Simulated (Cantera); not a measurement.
Charge: 1 mol HBr, 0.62 mol H2O, at 10.0 Torr.

Cantera equilibrium calculation (NASA polynomials, part measured and part estimated; ideal gas, pure solids and liquids). Candidate condensed phases: Br2, H2O; 12 gas species. Equilibrium is a limit: real reactors are often held back by kinetics, nucleation or transport.

x: gas mole fraction; nothing condenses.

```
T (K)  x HBr  x H2O        x Br        x H2       x Br2
-----  -----  -----  ----------  ----------  ----------
823    0.617  0.383     3.83e-5    0.000113     9.38e-5
898    0.617  0.383    0.000165    0.000244    0.000161
973    0.616  0.383  (withheld)  (withheld)  (withheld)
1048   0.615  0.382  (withheld)  (withheld)  (withheld)
1123   0.612  0.382     0.00337     0.00203    0.000346
1198   0.608  0.381     0.00681     0.00379    0.000378
1273   0.600  0.380      0.0125     0.00667    0.000399
1348   0.589  0.379      0.0213      0.0111    0.000409
1423   0.572  0.376      0.0340      0.0174    0.000409
1498   0.549  0.373      0.0513      0.0260    0.000401
1573   0.520  0.369      0.0735      0.0371    0.000383
```

### Question
Some entries are withheld; supply them.

### Answer

- 973, x Br: 0.000548
- 973, x H2: 0.000509
- 973, x Br2: 0.000234
- 1048, x Br: 0.00147
- 1048, x H2: 0.00103
- 1048, x Br2: 0.000299
